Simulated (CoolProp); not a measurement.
Properties of carbonyl sulfide along the isotherm 397.5 K.

Computed with CoolProp (reference Helmholtz-energy equation of state, Lemmon 2006). It is a short technical equation, of lower accuracy than the large ones.

```csv
p (kPa),phase,Z,cp (kJ/(kg K)),cv (kJ/(kg K)),isothermal compressibility (1/MPa),expansivity (1/kK),fugacity coefficient
5000,gas,0.7200,1.220,0.7003,0.3016,7.057,0.7796
10000,supercritical,0.3042,2.877,0.7774,0.09116,16.96,0.5551
15000,supercritical,0.3744,1.714,0.7393,0.02050,6.051,0.4235
20000,supercritical,0.4626,1.495,0.7331,0.01164,4.187,0.3580
25000,supercritical,0.5509,1.392,0.7317,0.008168,3.346,0.3206
30000,supercritical,0.6378,1.331,0.7319,0.006304,2.849,0.2977
35000,supercritical,0.7233,1.289,0.7327,0.005139,2.514,0.2833
40000,supercritical,0.8073,1.258,0.7339,0.004341,2.270,0.2745
45000,supercritical,0.8901,1.234,0.7353,0.003759,2.083,0.2697
50000,supercritical,0.9717,1.216,0.7368,0.003316,1.933,0.2677
```

The peak of cp marks the crossing from liquid-like to gas-like fluid above the critical point.
